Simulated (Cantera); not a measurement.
A diamond (100) surface in a fixed gas of H2 with x(CH4) = 0.0071, x(H) = 0.005, x(CH3) = 0.00013, at 1275 K; coverages are run to steady state.

Detailed kinetics in Cantera: the Harris–Goodwin 1993 mechanism for the reconstructed diamond (100) surface.

θ: site fractions in the mechanism's names (c6HH fully hydrogenated, c6H* and c6*H radical sites, c6** diradical, c6HM methylated).

```json
[
 {"P (Pa)": "620", "growth (µm/h)": "0.0959", "θ c6HH": "0.399", "θ c6H*": "0.0462", "θ c6*H": "0.516", "θ c6**": "0.0390", "θ c6HM": "6.12e-5"},
 {"P (Pa)": "1000", "growth (µm/h)": "0.172", "θ c6HH": "0.399", "θ c6H*": "0.0462", "θ c6*H": "0.516", "θ c6**": "0.0390", "θ c6HM": "9.96e-5"},
 {"P (Pa)": "1700", "growth (µm/h)": "___", "θ c6HH": "0.399", "θ c6H*": "0.0462", "θ c6*H": "0.515", "θ c6**": "0.0389", "θ c6HM": "___"},
 {"P (Pa)": "2800", "growth (µm/h)": "0.644", "θ c6HH": "0.399", "θ c6H*": "0.0462", "θ c6*H": "0.515", "θ c6**": "0.0389", "θ c6HM": "0.000274"},
 {"P (Pa)": "4600", "growth (µm/h)": "1.28", "θ c6HH": "0.399", "θ c6H*": "0.0463", "θ c6*H": "0.515", "θ c6**": "0.0389", "θ c6HM": "0.000437"},
 {"P (Pa)": "7600", "growth (µm/h)": "___", "θ c6HH": "0.398", "θ c6H*": "0.0463", "θ c6*H": "0.515", "θ c6**": "0.0389", "θ c6HM": "___"},
 {"P (Pa)": "13000", "growth (µm/h)": "6.06", "θ c6HH": "0.398", "θ c6H*": "0.0463", "θ c6*H": "0.514", "θ c6**": "0.0389", "θ c6HM": "0.00107"},
 {"P (Pa)": "21000", "growth (µm/h)": "12.6", "θ c6HH": "0.398", "θ c6H*": "0.0463", "θ c6*H": "0.514", "θ c6**": "0.0389", "θ c6HM": "0.00153"}
]
```

Question: What belongs in the gaps?

Answer: 
- 1700, growth (µm/h): 0.334
- 1700, θ c6HM: 0.000169
- 7600, growth (µm/h): 2.68
- 7600, θ c6HM: 0.000685
